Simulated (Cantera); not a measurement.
Charge: 1 mol trisilylamine, 0.81 mol NH3, equilibrated at 825 K and 1.00 bar.

Equilibrium computed with Cantera from the NASA thermochemical tables; the gas is ideal and each condensed phase is pure. Candidate condensed phases: Si, Si3N4; 18 gas species. The feed counts by its element totals alone. Kinetics and transport are ignored.

Base state: H2 1.00 (mole fractions); condensed: Si(s) + Si3N4(s).

Q: What changes in the equilibrium state with this change: NH3 from 0.81 to 8.1 mol?

A: 
| species | before | after |
|---|---|---|
| H2 | 1.00 | 0.867 |
| N2 | <1e-9 | 0.133 |
| NH3 | <1e-9 | 0.000687 |
| Si(s), mol | 1.64 | 0 |
| Si3N4(s), mol | 0.453 | 1.00 |

Q: What changes in the equilibrium state with this change: NH3 from 0.81 to 41 mol?

A: 
| species | before | after |
|---|---|---|
| H2 | 1.00 | 0.776 |
| N2 | <1e-9 | 0.223 |
| NH3 | <1e-9 | 0.000756 |
| Si(s), mol | 1.64 | 0 |
| Si3N4(s), mol | 0.453 | 1.00 |

Q: What changes in the equilibrium state with this change: 0.1 mol HCl added?

A: 
| species | before | after |
|---|---|---|
| H2 | 1.00 | 0.994 |
| SiHCl3 | 0 | 0.00294 |
| SiCl4 | 0 | 0.00172 |
| HCl | 0 | 0.000716 |
| SiH2Cl2 | 0 | 0.000426 |
| Si(s), mol | 1.64 | 1.61 |
| Si3N4(s), mol | 0.453 | 0.453 |
Further candidate phases: NH4Cl.
